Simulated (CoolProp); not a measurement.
Model: reference Helmholtz-energy equation of state, Gedanitz 2015, in CoolProp.

### Question
For cyclopentane, give the phase and the density (kg/m³), conductivity (mW/(m K)) at 4.95 °C and 102 bar; 44.05 °C and 15.9 bar; 185.35 °C and 4.22 bar.

### Answer
- 4.95 °C and 102 bar: liquid; density 768, conductivity 138
- 44.05 °C and 15.9 bar: liquid; density 723, conductivity 120
- 185.35 °C and 4.22 bar: gas; density 8.16, conductivity 31.1

Thermal conductivity comes from a separate model (Vassiliou 2015).
